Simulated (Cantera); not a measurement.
# Equilibrium for silicon carbide growth: SiH₂Cl₂ + C₃H₈ + H₂

A closed system holds: 1 mol SiH₂Cl₂, 0.22 mol C₃H₈, 1100 mol H₂, equilibrated at 0.00110 bar.

These are equilibrium values from Cantera (NASA tables, ideal gas, pure condensed phases), not measurements of a reactor. Candidate condensed phases: C, C₆H₆, C₇H₈, C₈H₁₈, Si, SiC; 109 gas species. Equilibrium is a limit: real reactors are often held back by kinetics, nucleation or transport.

| T (K) | log p H₂ | log p H | log p HCl | log p Si | log p C₂H₂ (acetylene) | log p Cl | log p SiH | log p Si₂C | n SiC(s) |
|---|---|---|---|---|---|---|---|---|---|
| 1750 | -2.96 | -5.11 | -5.71 | -6.50 | -8.98 | -7.97 | -7.86 | -8.60 | 0.655 |
| 1775 | -2.96 | -5.02 | -5.71 | -6.49 | -8.48 | -7.88 | -7.89 | -8.53 | 0.650 |
| 1800 | -2.96 | -4.93 | -5.71 | -6.48 | -8.00 | -7.79 | -7.90 | -8.45 | 0.636 |
| 1825 | -2.97 | -4.84 | -5.71 | -6.44 | -7.58 | -7.70 | -7.89 | -8.35 | 0.601 |
| 1850 | -2.97 | -4.75 | -5.71 | -6.37 | -7.24 | -7.61 | -7.85 | -8.23 | 0.533 |
| 1875 | -2.97 | -4.67 | -5.71 | -6.27 | -6.95 | -7.53 | -7.79 | -8.08 | 0.418 |
| 1900 | -2.97 | -4.59 | -5.71 | -6.16 | -6.72 | -7.45 | -7.71 | -7.92 | 0.244 |
| 1925 | -2.97 | -4.51 | -5.72 | -6.05 | -6.52 | -7.37 | -7.62 | -7.76 | 0 |
| 1950 | -2.97 | -4.43 | -5.72 | -6.04 | -6.52 | -7.30 | -7.64 | -7.91 | 0 |
| 1975 | -2.98 | -4.35 | -5.72 | -6.04 | -6.52 | -7.22 | -7.67 | -8.07 | 0 |
log p: log10 of the partial pressure in bar; n: condensed amount in mol.

From 1750 K to 1900 K the condensed part is SiC(s). From 1925 K to 1975 K nothing is condensed. The main Si-bearing gas is Si throughout.
